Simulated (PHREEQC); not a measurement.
Consider water at 25 °C with 56 mmol/kgw CaCl2, 0.73 mmol/kgw Na2HPO4 and 0.044 mmol/kgw MgSO4. Closed to the air; pH follows from the charge balance.

Equilibrium calculation in PHREEQC: ion-association model, wateq4f.dat.

No solid was allowed to form.

Question: Predict the pH.

Answer: pH 7.49.

Question: In which forms is S present?

Answer: CaSO4 53 %, SO4-2 47 % of the S.

Examples of supersaturated solids here: Hydroxyapatite. Others may be too. H3PO4, which wateq4f.dat lacks, is added to it with the constant of phreeqc.dat.
